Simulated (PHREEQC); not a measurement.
Model water analysis in mg/L, 25 °C, pH 3.35, pe 9.1:

```tsv
constituent	mg/L
Na	90.6
K	18.3
Ca	60.1
Mg	9.86
Cl	104
S(6) as SO4	306
Zn	7.75
Mn(2)	10.1
Cd	7.44
Br	19.6
```

Valence states are taken as typed.

Model: ion-association model, phreeqc.dat, run in PHREEQC.

This is a speciation only: nothing precipitates in the calculation.

Predict the ionic strength, specific conductance.

ionic strength 0.0132 mol/kgw; specific conductance 1150 µS/cm.

In which forms is K present?

K+ 99 %, KSO4- 1.2 % of the K.

Complexes and solids missing from the database can't appear.
